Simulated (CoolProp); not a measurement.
The numbers come from the reference Helmholtz-energy equation of state, Lemmon 2016 in CoolProp.

Question: For R227EA, give the phase and the cp (kJ/(kg K)), speed of sound (m/s), Joule-Thomson coefficient (K/MPa), Prandtl number at -33.35 °C and 2.67 bar; 74.15 °C and 9.76 bar.

Answer: 
- -33.35 °C and 2.67 bar: liquid; cp 1.05, speed of sound 659, Joule-Thomson coefficient -0.304, Prandtl number 7.44
- 74.15 °C and 9.76 bar: gas; cp 0.989, speed of sound 113, Joule-Thomson coefficient 13.8, Prandtl number 0.757

Viscosity comes from a separate model (Huber 2003), an estimate that may be off by 10 % or more. Thermal conductivity comes from a separate model (Huber 2003), an estimate that may be off by 10 % or more.
